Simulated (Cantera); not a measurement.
Predominance diagram of Ca at 352 °C against the partial pressures of O2 and Br2 (log10, bar). Cantera with NASA thermochemical tables; ideal gases at 1 bar, condensed phases pure. Candidates: Ca(s), CaBr2(s), CaO(s). Only these pure phases compete in this equilibrium. Not in the tables: oxide halides.

```
log p(Br2) \ log p(O2)
        columns: -24, -23, -21.9, -20.9, -19.8, -18.8, -17.7, -16.7, -15.7, -14.6, -13.6, -12.5, -11.5, -10.4, -9.4, -8.3, -7.3, -6.3, -5.2, -4.2, -3.1, -2.1, -1, 0
      1  A A A A A A A A A A A A A A A A A A A A A A A A
   -1.8  A A A A A A A A A A A A A A A A A A A A A A A A
   -4.6  A A A A A A A A A A A A A A A A A A A A A A B B
   -7.4  A A A A A A A A A A A A A A A A A B B B B B B B
  -10.2  A A A A A A A A A A A A B B B B B B B B B B B B
    -13  A A A A A A B B B B B B B B B B B B B B B B B B
  -15.8  A B B B B B B B B B B B B B B B B B B B B B B B
  -18.6  B B B B B B B B B B B B B B B B B B B B B B B B
  -21.4  B B B B B B B B B B B B B B B B B B B B B B B B
  -24.2  B B B B B B B B B B B B B B B B B B B B B B B B
    -27  B B B B B B B B B B B B B B B B B B B B B B B B
```

A: CaBr2(s); B: CaO(s).
